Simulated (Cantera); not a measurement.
Feed: 1 mol Si, 0.23 mol CO2, 58 mol H2, equilibrated at 1425 K and 5.30 mbar.

These are equilibrium values from Cantera (NASA tables, ideal gas, pure condensed phases), not measurements of a reactor. Candidate condensed phases: C, C6H6, C7H8, C8H18, H2O, Si, SiC, SiO2; 123 gas species. Mutual solubility and eutectic melting of coexisting phases are not modelled. Kinetics and transport are ignored.

Base state: H2 0.992, SiO 0.00771, CO 0.000157, H 9.33e-5 (mole fractions); condensed: Si(s) + SiC(s).

### Question
What changes in the equilibrium state with this change: CO2 from 0.23 to 0.098 mol?

### Answer
```csv
species,before,after
H2,0.992,0.997
SiO,0.00771,0.00330
H,9.33e-5,9.35e-5
CO,0.000157,6.72e-5
"Si(s), mol",0.328,0.714
"SiC(s), mol",0.221,0.0941
```
